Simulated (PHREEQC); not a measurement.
Dissolve 0.0033 mol/kgw CuSO4, 0.0012 mol/kgw MgSO4, 0.0028 mol/kgw HCl and 0.091 mol/kgw NaCl at 33 °C. Closed to the air; pH follows from the charge balance.

Equilibrium calculation in PHREEQC: ion-association model, phreeqc.dat.

### Question
The ionic strength comes out as 0.108 mol/kgw. What activity coefficients do HSO4-, SO4-2, Cu+2, H+, Mg+2 get?

### Answer
HSO4- 0.77, SO4-2 0.36, Cu+2 0.39, H+ 0.82, Mg+2 0.39.

Precipitation was switched off in this run.
